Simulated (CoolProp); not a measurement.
Saturation properties of isohexane (Tc = 497.7 K, pc = 3.043 MPa, ω = 0.280).

Computed with CoolProp (reference Helmholtz-energy equation of state, Lemmon 2006). It is a short technical equation, of lower accuracy than the large ones.

| T (K) | p (MPa) | vapour density (kg/m³) | enthalpy of vaporisation (kJ/kg) |
|---|---|---|---|
| 245.7 | 0.001835 | 0.07762 | 380.3 |
| 264.6 | 0.005701 | 0.2247 | 368.6 |
| 283.4 | 0.01477 | 0.5468 | ? |
| 302.3 | 0.03343 | 1.172 | 344.6 |
| 321.2 | 0.06763 | 2.265 | 331.7 |
| 340.1 | 0.1250 | 4.034 | 318.1 |
| 358.9 | 0.2138 | ? | 303.3 |
| 377.8 | 0.3454 | 10.69 | 287.0 |
| 396.7 | 0.5305 | 16.36 | ? |
| 415.5 | 0.7800 | 24.34 | 247.9 |
| 434.4 | 1.110 | 35.77 | 223.4 |
| 453.3 | 1.535 | 52.63 | ? |

Task: Fill in the missing entries.

Result: 
- 283.4, enthalpy of vaporisation (kJ/kg): 356.8
- 358.9, vapour density (kg/m³): 6.722
- 396.7, enthalpy of vaporisation (kJ/kg): 268.7
- 453.3, enthalpy of vaporisation (kJ/kg): 193.3

It boils at 333.4 K under 1 atm.
